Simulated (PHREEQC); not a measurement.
Make-up at 23 °C: 6.6 mmol/kgw HNO3 and 55 mmol/kgw CuCl2. Closed to the air; pH follows from the charge balance.

Equilibrium calculation in PHREEQC: ion-association model, phreeqc.dat.

This is a speciation only: nothing precipitates in the calculation.

Q: Estimate the pH.

A: pH 2.27.

Q: In which forms is Cl present?

A: Cl- 96 %, CuCl+ 4.1 % of the Cl.
